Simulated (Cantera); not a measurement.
# Low-pressure radical oxidation in H2/O2

An isothermal, constant-pressure homogeneous reactor starts with 0.506 % H₂, 16.9 % O₂, 82.6 % N₂, equivalence ratio 0.015, at 1375 K and 10.00 Torr.

Cantera simulation using the H2/O2 subset of GRI-Mech 3.0, which has no nitrogen chemistry; the numbers are that mechanism's predictions, not measurements. Radical loss at walls, strong at low pressure, is not modelled.

```tsv
t (s)	x H₂	x O₂	x OH	x H	x O	x H₂O₂	x H₂O
0.000500	0.00506	0.169	5.63e-9	3.03e-9	6.19e-9	2.47e-12	2.20e-9
0.00107	0.00506	0.169	2.00e-8	7.40e-9	2.34e-8	9.96e-12	1.58e-8
0.00229	0.00506	0.169	1.25e-7	3.93e-8	1.52e-7	3.60e-11	1.59e-7
0.00489	0.00505	0.169	3.82e-6	1.17e-6	4.71e-6	1.12e-10	5.81e-6
0.0105	0.00195	0.166	0.00100	0.000445	0.00193	1.12e-8	0.00238
0.0224	5.52e-5	0.164	0.000601	0.000393	0.00402	4.77e-9	0.00451
0.0478	5.21e-5	0.164	0.000588	0.000373	0.00391	4.66e-9	0.00453
0.102	4.92e-5	0.164	0.000571	0.000340	0.00366	4.58e-9	0.00456
0.219	4.35e-5	0.165	0.000538	0.000280	0.00321	4.41e-9	0.00461
0.468	3.41e-5	0.165	0.000476	0.000191	0.00247	4.04e-9	0.00470
1.00	2.16e-5	0.166	0.000380	9.44e-5	0.00154	3.33e-9	0.00481
```
x: mole fraction; the columns are a selection and need not sum to one.

Equilibrium at this temperature and pressure: H₂ 3.31e-8, O₂ 0.167, OH 1.50e-5, H 5.44e-9, O 2.26e-6, H₂O₂ 2.25e-11, H₂O 0.00506 (gas phase only).
